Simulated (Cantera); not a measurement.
A perfectly stirred reactor is fed with C2H6 : H2 = 1 : 60 (molar parts), at 0.250 bar; it is held at 1925 K, and followed from long to short residence time.

Cantera simulation using GRI-Mech 3.0 (53 species, 325 reactions); the numbers are that mechanism's predictions, not measurements. GRI-Mech 3.0 stops at C3 and has no aromatics, soot or wall deposition, so with more carbon than oxygen in the feed, carbon stays in small species such as C2H2 where larger ones or solid carbon would form.

One state of this run: x C2H6 = 4.83e-7; x H2 = 0.980; x C2H = 3.92e-7; x CH4 = 0.00382; x C2H4 = 3.84e-5; x CH2 = 3.53e-7; x H = 0.00193. x: mole fraction; the columns are a selection and need not sum to one.

Problem. Which value of τ (s) does it belong to?
(A) 0.66
(B) 0.0053
(C) 0.33
(D) 0.021

Solution. C, 0.33
